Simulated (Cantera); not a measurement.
Input: 1 mol TEOS, 0.64 mol N₂O, 120 mol N₂, equilibrated at 1398.15 K and 10.0 Torr.

Method: chemical equilibrium by Gibbs-energy minimisation in Cantera with the NASA 1993 tables (ideal gas, pure condensed phases). Candidate condensed phases: C, C₆H₆, C₇H₈, C₈H₁₈, H₂O, Si, SiC, SiO₂, Si₂N₂O, Si₃N₄; 151 gas species. The feed counts by its element totals alone. Equilibrium is a limit: real reactors are often held back by kinetics, nucleation or transport.

Base state: N₂ 0.895, H₂ 0.0744, CO 0.0308, HCN 0.000126, H 1.12e-5 (mole fractions); condensed: C(graphite) + Si₂N₂O(s).

Task: What changes in the equilibrium state with this change: temperature from 1398.15 K to 1850 K?

Result: 
```json
[
 {"species": "N₂", "before": "0.895", "after": "0.890"},
 {"species": "H₂", "before": "0.0744", "after": "0.0722"},
 {"species": "CO", "before": "0.0308", "after": "0.0341"},
 {"species": "SiO", "before": "4.10e-6", "after": "0.000218"},
 {"species": "Si", "before": "<1e-9", "after": "1.46e-5"},
 {"species": "H", "before": "1.12e-5", "after": "0.00125"},
 {"species": "C(graphite), mol", "before": "3.84", "after": "2.14"},
 {"species": "Si₂N₂O(s), mol", "before": "0.500", "after": "0"},
 {"species": "SiC(s), mol", "before": "0", "after": "0.968"}
]
```

Task: What changes in the equilibrium state with this change: temperature from 1398.15 K to 2173 K?

Result: 
| species | before | after |
|---|---|---|
| N₂ | 0.895 | 0.881 |
| H₂ | 0.0744 | 0.0644 |
| CO | 0.0308 | 0.0336 |
| H | 1.12e-5 | 0.0106 |
| Si | <1e-9 | 0.00209 |
| SiC₂ | <1e-9 | 0.000181 |
| Si₂C | <1e-9 | 0.000112 |
| C(graphite), mol | 3.84 | 1.76 |
| Si₂N₂O(s), mol | 0.500 | 0 |
| SiC(s), mol | 0 | 0.586 |
The tables' values for SiN are old estimates; treat these amounts as uncertain.
